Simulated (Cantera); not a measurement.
Input: 1 mol SiH2Cl2, 7 mol NH3, 30 mol N2, at 575 °C and 770 Pa.

Equilibrium computed with Cantera from the NASA thermochemical tables; the gas is ideal and each condensed phase is pure. Candidate condensed phases: NH4Cl, Si, Si3N4; 28 gas species. Kinetics and transport are ignored.

Base state: N2 0.724, H2 0.232, HCl 0.0441, SiCl4 1.08e-5 (mole fractions); condensed: Si3N4(s).

Task: What changes in the equilibrium state with this change: SiH2Cl2 replaced by SiCl4?

Result: 
| species | before | after |
|---|---|---|
| N2 | 0.724 | 0.724 |
| H2 | 0.232 | 0.188 |
| HCl | 0.0441 | 0.0872 |
| SiCl4 | 1.08e-5 | 0.000251 |
| Si3N4(s), mol | 0.333 | 0.330 |
